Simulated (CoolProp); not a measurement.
Properties of ethanol along the isotherm 620 K.

Model: reference Helmholtz-energy equation of state, Schroeder 2014, in CoolProp.

```json
[
 {"p (MPa)": "2.09", "phase": "gas", "Z": "0.9586", "expansivity (1/kK)": "1.961", "viscosity (µPa s)": "18.5", "conductivity (mW/(m K))": "57.1", "fugacity coefficient": "0.9599"},
 {"p (MPa)": "4.18", "phase": "gas", "Z": "0.9146", "expansivity (1/kK)": "2.409", "viscosity (µPa s)": "19.1", "conductivity (mW/(m K))": "61.5", "fugacity coefficient": "0.9204"},
 {"p (MPa)": "6.27", "phase": "supercritical", "Z": "0.8668", "expansivity (1/kK)": "[?]", "viscosity (µPa s)": "20.2", "conductivity (mW/(m K))": "66.9", "fugacity coefficient": "0.8812"},
 {"p (MPa)": "8.36", "phase": "supercritical", "Z": "0.8138", "expansivity (1/kK)": "[?]", "viscosity (µPa s)": "21.7", "conductivity (mW/(m K))": "[?]", "fugacity coefficient": "0.8420"},
 {"p (MPa)": "10.4", "phase": "supercritical", "Z": "0.7568", "expansivity (1/kK)": "4.965", "viscosity (µPa s)": "23.8", "conductivity (mW/(m K))": "81.3", "fugacity coefficient": "0.8037"},
 {"p (MPa)": "12.5", "phase": "supercritical", "Z": "0.6954", "expansivity (1/kK)": "6.358", "viscosity (µPa s)": "[?]", "conductivity (mW/(m K))": "90.9", "fugacity coefficient": "0.7644"},
 {"p (MPa)": "14.6", "phase": "supercritical", "Z": "[?]", "expansivity (1/kK)": "7.501", "viscosity (µPa s)": "31.0", "conductivity (mW/(m K))": "[?]", "fugacity coefficient": "[?]"},
 {"p (MPa)": "16.7", "phase": "supercritical", "Z": "0.5998", "expansivity (1/kK)": "7.714", "viscosity (µPa s)": "35.8", "conductivity (mW/(m K))": "110", "fugacity coefficient": "0.6896"},
 {"p (MPa)": "18.8", "phase": "supercritical", "Z": "0.5814", "expansivity (1/kK)": "7.046", "viscosity (µPa s)": "40.5", "conductivity (mW/(m K))": "117", "fugacity coefficient": "0.6568"},
 {"p (MPa)": "20.9", "phase": "supercritical", "Z": "0.5799", "expansivity (1/kK)": "6.197", "viscosity (µPa s)": "44.7", "conductivity (mW/(m K))": "122", "fugacity coefficient": "0.6282"},
 {"p (MPa)": "23", "phase": "supercritical", "Z": "0.5886", "expansivity (1/kK)": "5.494", "viscosity (µPa s)": "48.4", "conductivity (mW/(m K))": "126", "fugacity coefficient": "0.6037"},
 {"p (MPa)": "25.1", "phase": "supercritical", "Z": "0.6032", "expansivity (1/kK)": "4.947", "viscosity (µPa s)": "51.6", "conductivity (mW/(m K))": "129", "fugacity coefficient": "[?]"},
 {"p (MPa)": "27.2", "phase": "supercritical", "Z": "0.6213", "expansivity (1/kK)": "4.510", "viscosity (µPa s)": "54.5", "conductivity (mW/(m K))": "131", "fugacity coefficient": "0.5648"},
 {"p (MPa)": "29.3", "phase": "supercritical", "Z": "0.6417", "expansivity (1/kK)": "4.150", "viscosity (µPa s)": "57.2", "conductivity (mW/(m K))": "134", "fugacity coefficient": "0.5495"},
 {"p (MPa)": "31.3", "phase": "supercritical", "Z": "0.6625", "expansivity (1/kK)": "3.859", "viscosity (µPa s)": "59.4", "conductivity (mW/(m K))": "135", "fugacity coefficient": "0.5370"}
]
```

Question: What belongs in the gaps?

Answer: 
- 6.27, expansivity (1/kK): 3.009
- 8.36, expansivity (1/kK): 3.845
- 8.36, conductivity (mW/(m K)): 73.4
- 12.5, viscosity (µPa s): 26.9
- 14.6, Z: 0.6395
- 14.6, conductivity (mW/(m K)): 101
- 14.6, fugacity coefficient: 0.7259
- 25.1, fugacity coefficient: 0.5827

Viscosity comes from a separate model (Kiselev 2005). Thermal conductivity comes from a separate model (Assael 2013).
